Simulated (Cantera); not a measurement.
Charge: 1 mol SiHCl₃, 0.0036 mol Cl₂, 9.2 mol N₂, equilibrated at 1275 °C.

Method: chemical equilibrium by Gibbs-energy minimisation in Cantera with the NASA 1993 tables (ideal gas, pure condensed phases). Candidate condensed phases: NH₄Cl, Si, Si₃N₄; 28 gas species. The tables' values for SiCl₃ are old estimates; treat these amounts as uncertain. Kinetics and transport are ignored.

x: gas mole fraction; n: condensed amount in mol.

| P (Pa) | x N₂ | x SiCl₂ | x HCl | x SiCl₄ | x SiCl₃ | n Si₃N₄(s) |
|---|---|---|---|---|---|---|
| 100 | 0.824 | 0.0824 | 0.0809 | 0.00120 | 0.00595 | 0 |
| 350 | 0.826 | 0.0791 | 0.0769 | 0.00243 | 0.00829 | 0 |
| 1300 | 0.829 | 0.0744 | 0.0703 | 0.00462 | 0.0111 | 0 |
| 4500 | 0.838 | [?] | 0.0752 | [?] | 0.0157 | [?] |
| 16000 | 0.847 | [?] | 0.0780 | [?] | 0.0153 | [?] |
| 56000 | 0.853 | 0.00969 | 0.0782 | 0.0383 | 0.0115 | 0.124 |
| 200000 | 0.857 | 0.00363 | 0.0770 | 0.0449 | 0.00763 | 0.136 |

Fill in the missing entries.


- 4500, x SiCl₂: 0.0485
- 4500, x SiCl₄: 0.0142
- 4500, n Si₃N₄(s): 0.0487
- 16000, x SiCl₂: 0.0235
- 16000, x SiCl₄: 0.0278
- 16000, n Si₃N₄(s): 0.0964
